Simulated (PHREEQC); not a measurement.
Solution (32 °C): 1.7 mmol/kgw Al2(SO4)3, 12 mmol/kgw KBr and 0.37 mmol/kgw NaBr. Closed to the air; pH follows from the charge balance.

Computed with PHREEQC (ion-association model, phreeqc.dat).

No solid was allowed to form.

Question: Estimate the pH, ionic strength.

Answer: pH 4.03; ionic strength 0.0240 mol/kgw.

Question: In which forms is Al present?

Answer: AlSO4+ 61 %, Al+3 32 %, AlOH+2 3.1 %, Al(SO4)2- 2.9 % of the Al.

Saturation is exceeded, for instance for Gibbsite (slow to form); the values hold only as long as no solid forms.
